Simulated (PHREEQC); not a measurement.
NaHCO3 is added in steps, without added water, to 1 kg of water holding 0.081 mol KH2PO4 and 0.33 mol NaOH, at 25 °C. Oxygen is held at 0.21 atm. The system is closed to CO2. Solids allowed: Nahcolite, Natron. Others were left out.

Base run: PHREEQC, ion-association model, wateq4f.dat. Each further column changes one thing. The table gives pH.

```tsv
NaHCO3 added (mol)	base	temperature from 25 to 50 °C	temperature from 25 to 80 °C	temperature from 25 to 60 °C	no solid may form
0	13.02	12.30	11.65	12.06	13.02
0.033	12.93	12.21	11.57	11.98	12.93
0.0495	12.87	12.16	11.53	11.93	12.87
0.0825	12.74	12.05	11.42	11.82	12.74
0.099	12.66	11.97	11.36	11.75	12.66
0.132	12.43	11.80	11.22	11.59	12.43
0.1485	12.28	11.69	11.14	11.49	12.28
0.1815	11.86	11.41	10.92	11.24	11.86
0.198	11.62	11.23	10.77	11.07	11.62
0.231	11.07	10.73	10.33	10.60	11.07
0.2475	10.76	10.37	9.96	10.23	10.76
0.2805	10.25	9.78	9.31	9.61	10.25
0.297	10.09	9.61	9.14	9.43	10.09
0.33	9.87	9.37	8.89	9.19	9.87
```

The ionic strength passes 0.7 mol/kgw, the rough limit of the ion-association models, in part of: base; no solid may form. H3PO4, which wateq4f.dat lacks, is added to it with the constant of phreeqc.dat. At this temperature some constants are extrapolated from 25 °C, and those without enthalpy data are left unchanged.
